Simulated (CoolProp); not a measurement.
Properties of isohexane along the isotherm 523 K.

Computed with CoolProp (reference Helmholtz-energy equation of state, Lemmon 2006). It is a short technical equation, of lower accuracy than the large ones.

| p (bar) | phase | density (kg/m³) | speed of sound (m/s) | Joule-Thomson coefficient (K/MPa) | expansivity (1/kK) | fugacity coefficient |
|---|---|---|---|---|---|---|
| 0.0481 | gas | 0.09537 | 228.8 | 6.324 | 1.915 | 0.9995 |
| 0.0777 | gas | 0.1541 | 228.7 | 6.327 | 1.917 | 0.9993 |
| 0.126 | gas | 0.2500 | 228.6 | 6.331 | 1.920 | 0.9988 |
| 0.203 | gas | 0.4031 | 228.5 | 6.338 | 1.925 | 0.9981 |
| 0.328 | gas | 0.6521 | 228.2 | 6.350 | 1.933 | 0.9969 |
| 0.53 | gas | 1.056 | 227.8 | 6.369 | 1.946 | 0.9949 |
| 0.856 | gas | 1.710 | 227.1 | 6.401 | 1.967 | 0.9918 |
| 1.38 | gas | 2.772 | 226.1 | 6.452 | 2.003 | 0.9868 |
| 2.23 | gas | 4.517 | 224.3 | … | 2.062 | 0.9788 |
| 3.61 | gas | 7.416 | … | 6.679 | … | 0.9657 |
| 5.83 | gas | 12.27 | … | 6.925 | 2.349 | 0.9447 |
| 9.42 | gas | 20.66 | 208.3 | 7.369 | 2.706 | 0.9111 |
| 15.2 | gas | 36.01 | 193.6 | 8.236 | 3.508 | 0.8575 |

### Question
Some entries are withheld; supply them.

### Answer

- 2.23, Joule-Thomson coefficient (K/MPa): 6.536
- 3.61, speed of sound (m/s): 221.4
- 3.61, expansivity (1/kK): 2.165
- 5.83, speed of sound (m/s): 216.6
